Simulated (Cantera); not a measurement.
What does this Cantera script print?

```python
import numpy as np
import cantera as ct

gas_names = [...]  # 131 gases of nasa_gas.yaml made of C, H, O
cond_names = """
    C(gr) C6H6(L) C7H8(L) C8H18(L),n-octa H2O(s) H2O(L)
""".split()


# ... load() reads the species with a 1 bar reference pressure and builds the phases ...
atoms = {
    'C2H5OH': {'C': 2, 'H': 6, 'O': 1},
    'CO2': {'C': 1, 'O': 2},
}
top_T = {'C(gr)': 4500}  # K; cautious upper limits of use, not melting points


# ... equilibrate(T, P, feed) seeds the gas with the atoms and calls Mixture.equilibrate('TP', solver="vcs", rtol=1e-11, max_steps=5000) ...
results = []
feed = {'C2H5OH': 1, 'CO2': 0.29}  # mol
P = 510  # Pa
for T in [2500, 2750, 3000, 3250, 3500, 3750, 4000, 4250, 4500, 4750, 5000]:
    mix = equilibrate(T, P, feed)
    results.append((T, P, feed, dict(zip(mix.species_names, mix.species_moles))))

top = {s: max(r[3][s] / sum(r[3][g] for g in gas_names) for r in results) for s in gas_names}
cols = sorted((s for s in top if top[s] > 0.0001), key=lambda s: -top[s])[:5]
seen = [c for c in cond_names if any(r[3].get(c, 0) > 1e-12 for r in results)]
print("log10 of partial pressures in bar; condensed amounts in mol")
print(f"{'T/K':>10s}" + "".join(f"{s[:9]:>10s}" for s in cols + seen))
for T, P, feed, n in results:
    ng = sum(n[g] for g in gas_names)
    print(f"{T:10.4g}" + "".join(f"{np.log10(max(n[s] / ng * P / 1e5, 1e-99)):10.3f}" for s in cols)
          + "".join(f"{n.get(c, 0):10.4g}" for c in seen))
```

Output:

```
log10 of partial pressures in bar; condensed amounts in mol
       T/K         H        H2        CO         C         O     C(gr)
      2500    -2.917    -2.636    -2.810    -6.779   -11.488    0.6548
      2750    -2.613    -2.897    -2.876    -5.423   -10.833    0.5347
      3000    -2.478    -3.353    -2.950    -4.434   -10.162         0
      3250    -2.435    -3.883    -2.983    -3.887    -9.273         0
      3500    -2.431    -4.405    -3.001    -3.532    -8.385         0
      3750    -2.433    -4.868    -3.009    -3.398    -7.433         0
      4000    -2.433    -5.271    -3.012    -3.369    -6.506         0
      4250    -2.433    -5.627    -3.013    -3.361    -5.669         0
      4500    -2.434    -5.946    -3.018    -3.351    -4.931         0
      4750    -2.437    -6.236    -3.039    -3.318    -4.308         0
      5000    -2.446    -6.508    -3.099    -3.245    -3.833         0
```

Equilibrium computed with Cantera from the NASA thermochemical tables; the gas is ideal and each condensed phase is pure.
